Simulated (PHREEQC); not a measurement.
## Hard or scaling water: speciation

Make-up at 20 °C: 0.095 mol SrCl2 and 5.5e-06 mol CO2 per kg of water. Closed to the air; pH follows from the charge balance.

Model: ion-association model, phreeqc.dat, run in PHREEQC.

Each row changes one thing in this solution. This is a speciation only: nothing precipitates in the calculation.

| case | pH | ionic strength (mol/kgw) | CO2 (mol/kgw) | HCO3- (mol/kgw) | CO3-2 (mol/kgw) |
|---|---|---|---|---|---|
| as made | 5.82 | 0.285 | 3.57e-6 | 1.42e-6 | 1.02e-10 |
| temperature from 20 to 85 °C | 5.63 | 0.285 | ___ | 7.45e-7 | 6.90e-11 |
| CO2 replaced by KHCO3 at the same molality | 7.36 | 0.285 | 2.71e-7 | ___ | ___ |
| SrCl2 left out | ___ | 1.32e-6 | 4.18e-6 | 1.32e-6 | 4.22e-11 |
| temperature from 20 to 30 °C | 5.78 | 0.285 | 3.39e-6 | ___ | 1.15e-10 |

Question: Some entries are withheld; supply them.

Answer: 
- temperature from 20 to 85 °C, CO2 (mol/kgw): 2.62e-6
- CO2 replaced by KHCO3 at the same molality, HCO3- (mol/kgw): 3.80e-6
- CO2 replaced by KHCO3 at the same molality, CO3-2 (mol/kgw): 9.64e-9
- SrCl2 left out, pH: 5.88
- temperature from 20 to 30 °C, HCO3- (mol/kgw): 1.41e-6

Away from 25 °C the constants follow the database's enthalpies or fits; those with neither stay at their 25 °C values.
